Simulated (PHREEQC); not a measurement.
Consider water at 20 °C with 0.0071 mol/kgw CaCl2, 0.00097 mol/kgw Na2HPO4 and 0.28 mol/kgw NaCl. Closed to the air; pH follows from the charge balance.

Equilibrium calculation in PHREEQC: ion-association model, phreeqc.dat.

```json
[
 {"quantity": "pH", "before": "7.95", "after": "8.17"},
 {"quantity": "CaOH+ (mol/kgw)", "before": "3.98e-8", "after": "1.88e-8"},
 {"quantity": "SI of Halite (NaCl)", "before": "-2.95", "after": "-4.23"}
]
```

Question: What was changed between the two runs?
A. diluted 5-fold with water
B. Na2HPO4 left out
C. NaCl from 0.28 to 0.14 mol/kgw
D. NaCl from 0.28 to 0.028 mol/kgw

Answer: A, diluted 5-fold with water

No solid was allowed to form. Some of these states are supersaturated (in Hydroxyapatite, for instance).
